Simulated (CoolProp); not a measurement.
Saturation properties of R124 (Tc = 395.4 K, pc = 36.24 bar, ω = 0.288).

The numbers come from the reference Helmholtz-energy equation of state, de Vries 1995 in CoolProp.

```json
[
 {"T (K)": "262.2", "p (bar)": "1.057", "vapour density (kg/m³)": "6.925", "enthalpy of vaporisation (kJ/kg)": "165.4", "liquid viscosity (µPa s)": "391", "vapour viscosity (µPa s)": "11.3"},
 {"T (K)": "268.4", "p (bar)": "1.358", "vapour density (kg/m³)": "8.768", "enthalpy of vaporisation (kJ/kg)": "162.4", "liquid viscosity (µPa s)": "360", "vapour viscosity (µPa s)": "(withheld)"},
 {"T (K)": "274.5", "p (bar)": "1.715", "vapour density (kg/m³)": "10.94", "enthalpy of vaporisation (kJ/kg)": "159.3", "liquid viscosity (µPa s)": "333", "vapour viscosity (µPa s)": "11.9"},
 {"T (K)": "280.7", "p (bar)": "2.149", "vapour density (kg/m³)": "13.55", "enthalpy of vaporisation (kJ/kg)": "156.2", "liquid viscosity (µPa s)": "308", "vapour viscosity (µPa s)": "12.1"},
 {"T (K)": "286.9", "p (bar)": "2.662", "vapour density (kg/m³)": "16.63", "enthalpy of vaporisation (kJ/kg)": "152.9", "liquid viscosity (µPa s)": "(withheld)", "vapour viscosity (µPa s)": "12.4"},
 {"T (K)": "293.1", "p (bar)": "3.264", "vapour density (kg/m³)": "20.25", "enthalpy of vaporisation (kJ/kg)": "149.4", "liquid viscosity (µPa s)": "264", "vapour viscosity (µPa s)": "12.7"},
 {"T (K)": "299.2", "p (bar)": "3.952", "vapour density (kg/m³)": "24.39", "enthalpy of vaporisation (kJ/kg)": "145.9", "liquid viscosity (µPa s)": "245", "vapour viscosity (µPa s)": "13.0"},
 {"T (K)": "305.4", "p (bar)": "4.759", "vapour density (kg/m³)": "29.26", "enthalpy of vaporisation (kJ/kg)": "142.2", "liquid viscosity (µPa s)": "228", "vapour viscosity (µPa s)": "13.3"},
 {"T (K)": "311.6", "p (bar)": "5.684", "vapour density (kg/m³)": "34.91", "enthalpy of vaporisation (kJ/kg)": "138.3", "liquid viscosity (µPa s)": "211", "vapour viscosity (µPa s)": "(withheld)"},
 {"T (K)": "317.8", "p (bar)": "6.737", "vapour density (kg/m³)": "41.43", "enthalpy of vaporisation (kJ/kg)": "134.3", "liquid viscosity (µPa s)": "196", "vapour viscosity (µPa s)": "14.0"},
 {"T (K)": "323.9", "p (bar)": "7.909", "vapour density (kg/m³)": "48.82", "enthalpy of vaporisation (kJ/kg)": "130.0", "liquid viscosity (µPa s)": "182", "vapour viscosity (µPa s)": "14.3"}
]
```

Problem. Complete the blanks.

Solution. 
- 268.4, vapour viscosity (µPa s): 11.6
- 286.9, liquid viscosity (µPa s): 285
- 311.6, vapour viscosity (µPa s): 13.6

It boils at 261.2 K under 1 atm.

Viscosity comes from a separate model (Bell 2016), an estimate that may be off by 10 % or more.
